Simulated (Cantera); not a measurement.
An isothermal, constant-pressure homogeneous reactor starts with NH3 : H2 = 1 : 4.4 (molar parts), at 2375 K and 68.3 Torr.

Cantera simulation using the gas-phase N/H chemistry of the illustrative SiF4/NH3 mechanism in the Surface Chemkin manual (1991); the numbers are that mechanism's predictions, not measurements. Walls and surfaces, which speed up NH3 decomposition in real reactors, are not modelled.

x: mole fraction; the columns are a selection and need not sum to one.

| t (s) | x NH3 | x H2 | x N2H4 | x N2 | x NH |
|---|---|---|---|---|---|
| 5.00e-6 | 0.185 | 0.815 | 1.95e-12 | 2.02e-12 | 1.12e-8 |
| 2.64e-5 | 0.185 | 0.815 | 5.47e-11 | ___ | ___ |
| 0.000139 | 0.184 | 0.814 | 1.43e-9 | 8.93e-6 | 1.39e-5 |
| 0.000734 | 0.178 | 0.816 | 1.00e-8 | 0.00199 | 9.81e-5 |
| 0.00387 | 0.142 | 0.836 | 7.61e-9 | 0.0175 | 9.48e-5 |
| 0.0204 | 0.0433 | 0.892 | 1.60e-9 | 0.0593 | 6.73e-5 |
| 0.108 | 2.09e-5 | 0.888 | <1e-12 | 0.0767 | 2.18e-6 |
| 0.569 | ___ | 0.879 | <1e-12 | 0.0764 | ___ |
| 3.00 | 2.50e-7 | 0.879 | <1e-12 | 0.0764 | 4.06e-8 |

Task: Fill in the missing entries.

Result: 
- 2.64e-5, x N2: 4.40e-9
- 2.64e-5, x NH: 4.91e-7
- 0.569, x NH3: 5.85e-7
- 0.569, x NH: 9.50e-8
